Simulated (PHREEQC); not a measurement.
A PHREEQC input (ion-association model, phreeqc.dat):

```
SOLUTION 1
  temp 25
  units mg/kgw
  pH 6.91
  pe 9.1
  Na 0.015
  K 0.00116
  Ca 0,125
  Mg 0.0217
  Cl 0.0284
  S(6) 0.0226 as SO4
  Alkalinity 0.44 as HCO3
  Li 1.08e-05
  Pb 0.0183
END
USE solution 1
EQUILIBRIUM_PHASES 1
  Gypsum 0 0
  CO2(g) -2.5 10
END
```

The run finishes with these warnings:
```
WARNING: Element Ca is contained in Gypsum (which has 0.0 mass),
```

Its last state differs from that of the intended input:

```csv
quantity,as run,intended
ionic strength (mol/kgw),1.10e-5,1.72e-5
SI of Cerussite (PbCO3),-3.83,-3.84
SI of Pb(OH)2 (Pb(OH)2),-4.46,-4.47
```

The fault: a decimal comma in the Ca value. The line should read `Ca 0.125` where the input has `Ca 0,125`.
